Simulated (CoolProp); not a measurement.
Vapour-liquid equilibrium of propane (1) + cyclopropane (2) at 0.665 MPa; x and y are mole fractions of (1).

Values from CoolProp's multi-fluid Helmholtz-energy mixture model, Lemmon 2009 and Polt 1992; pair parameters Bell 2016. This equation is an older, rougher fit; its heat capacities, sound speeds and derivatives of the liquid may be far off and weren't checked against measurements.

| x | bubble temperature (K) | y at the bubble point | dew temperature at overall composition x (K) | liquid density (mol/L) |
|---|---|---|---|---|
| 0.05 | [?] | 0.074 | 294.3 | 14.64 |
| 0.125 | 292.4 | 0.176 | 293.2 | 14.37 |
| 0.2 | 291.1 | 0.267 | 292.1 | 14.10 |
| 0.275 | 289.9 | 0.351 | 291.0 | 13.83 |
| 0.35 | 288.9 | 0.427 | 289.9 | 13.57 |
| 0.425 | 288.0 | [?] | 288.9 | 13.32 |
| 0.5 | 287.2 | [?] | 287.9 | 13.08 |
| 0.575 | 286.5 | 0.630 | 287.1 | 12.84 |
| 0.65 | 285.9 | 0.692 | 286.3 | 12.61 |
| 0.725 | 285.5 | 0.754 | 285.7 | 12.38 |
| 0.8 | 285.1 | 0.817 | 285.2 | 12.17 |
| 0.875 | 284.8 | 0.882 | 284.9 | 11.96 |
| 0.95 | 284.7 | 0.951 | 284.7 | 11.75 |

Question: Fill in the missing entries.

Answer: 
- 0.05, bubble temperature (K): 293.9
- 0.425, y at the bubble point: 0.498
- 0.5, y at the bubble point: 0.565

No azeotrope shows between x = 0.05 and 0.95.

The pair parameters rest on a limited set of measurements; away from them the model extrapolates.
